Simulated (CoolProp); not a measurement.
Vapour-liquid equilibrium of R13 (1) + R11 (2) at 0.0245 MPa; x and y are mole fractions of (1).

Values from CoolProp's multi-fluid Helmholtz-energy mixture model, Platzer 1990 and Jacobsen 1992; pair parameters Bell 2016. This equation is an older, rougher fit; its heat capacities, sound speeds and derivatives of the liquid may be far off and weren't checked against measurements.

| x | bubble temperature, mixture model (°C) | bubble temperature, Raoult's law (°C) | y, mixture model | y, Raoult's law |
|---|---|---|---|---|
| 0.05 | -63.8 | -48.9 | 0.962 | 0.890 |
| 0.2 | -89.2 | -78.0 | 0.997 | 0.991 |
| 0.35 | -95.8 | -88.1 | 0.999 | 0.997 |
| 0.5 | -98.6 | -94.0 | 0.999 | 0.999 |
| 0.65 | -100.4 | -98.1 | 0.999 | 1.000 |
| 0.8 | -101.9 | -101.2 | 1.000 | 1.000 |
| 0.95 | -103.7 | -103.7 | 1.000 | 1.000 |

The largest gap from Raoult's law is -14.9 K in bubble temperature, at x = 0.05. No azeotrope shows between x = 0.05 and 0.95.

The pair parameters rest on a limited set of measurements; away from them the model extrapolates. With so large a gap from Raoult's law the liquid may split in two, which this calculation doesn't test in full.
